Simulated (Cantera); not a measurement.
Mixture: H2 : O2 : N2 = 1 : 0.333 : 1.25 (molar parts), equivalence ratio 1.5, at 2.40 bar, adiabatic and at constant volume. Ignition delay is the time to a rise of 400 K.

Computed with Cantera and the H2/O2 subset of GRI-Mech 3.0, which has no nitrogen chemistry. The hydrogen kinetics of GRI-Mech 3.0 are dated; newer H2 mechanisms differ, most at raised pressure. Where the delays flatten at high temperature, the 400 K rule measures the pace of heat release, not the induction time.

What does this change do: pressure from 2.40 bar to 5.30 bar?


```tsv
quantity	before	after
delay at 1125 K	44.8 µs	0.192 ms
delay at 1325 K	10.9 µs	5.53 µs
delay at 1525 K	5.38 µs	2.37 µs
delay at 1725 K	3.56 µs	1.42 µs
```

What does this change do: pressure from 2.40 bar to 0.380 bar?


```csv
quantity,before,after
delay at 1125 K,44.8 µs,0.184 ms
delay at 1325 K,10.9 µs,75.0 µs
delay at 1525 K,5.38 µs,50.7 µs
delay at 1725 K,3.56 µs,50.1 µs
```
